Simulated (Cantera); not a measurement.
Charge: 1 mol CO, 31 mol H2, 0.63 mol N2, 1.9 mol H2O, held at 128 Torr.

Cantera equilibrium calculation (NASA polynomials, part measured and part estimated; ideal gas, pure solids and liquids). Candidate condensed phases: C, C6H6, C7H8, C8H18, H2O; 136 gas species. Rates play no part.

x: gas mole fraction; nothing condenses.

| T (K) | x H2 | x H | x H2O | x CO | x N2 | x OH |
|---|---|---|---|---|---|---|
| 1973 | 0.895 | 0.00310 | 0.0545 | 0.0285 | 0.0182 | ___ |
| 2073 | 0.892 | 0.00603 | 0.0545 | 0.0285 | 0.0182 | ___ |
| 2173 | 0.888 | 0.0110 | 0.0543 | 0.0285 | 0.0181 | ___ |
| 2273 | 0.880 | 0.0191 | 0.0540 | 0.0284 | 0.0181 | ___ |
| 2373 | 0.868 | 0.0316 | 0.0535 | 0.0282 | 0.0180 | ___ |
| 2473 | 0.851 | 0.0499 | 0.0527 | 0.0279 | 0.0178 | ___ |
| 2573 | 0.826 | 0.0757 | 0.0515 | 0.0276 | 0.0175 | ___ |
| 2673 | 0.793 | 0.111 | 0.0498 | 0.0271 | 0.0172 | ___ |
| 2773 | 0.750 | 0.156 | 0.0473 | 0.0264 | 0.0168 | ___ |
| 2873 | 0.696 | 0.213 | 0.0439 | 0.0256 | 0.0162 | ___ |
| 2973 | 0.633 | 0.280 | 0.0395 | 0.0246 | 0.0156 | ___ |
| 3073 | 0.560 | 0.357 | 0.0339 | 0.0234 | 0.0148 | ___ |

Task: Complete the blanks.

Result: 
- 1973, x OH: 1.79e-5
- 2073, x OH: 4.18e-5
- 2173, x OH: 9.03e-5
- 2273, x OH: 0.000182
- 2373, x OH: 0.000345
- 2473, x OH: 0.000621
- 2573, x OH: 0.00106
- 2673, x OH: 0.00173
- 2773, x OH: 0.00270
- 2873, x OH: 0.00402
- 2973, x OH: 0.00568
- 3073, x OH: 0.00757
